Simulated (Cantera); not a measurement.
A closed system holds: 1 mol Si, 0.04 mol O2, 58 mol CO, at 1452 °C and 0.000420 bar.

Cantera equilibrium calculation (NASA polynomials, part measured and part estimated; ideal gas, pure solids and liquids). Candidate condensed phases: C, Si, SiC, SiO2; 20 gas species. Rates play no part.

Problem. What is the equilibrium state?

Solution. 
```json
{
 "x(CO)": "0.991",
 "x(SiO)": "0.00927",
 "x(Si)": "5.91e-5",
 "n(SiC(s))": "0.458 mol",
 "gas_amount": "58.08 mol",
 "log10 activity of C(graphite) (absent)": "-0.16",
 "log10 activity of Si(l) (absent)": "-1.61"
}
```
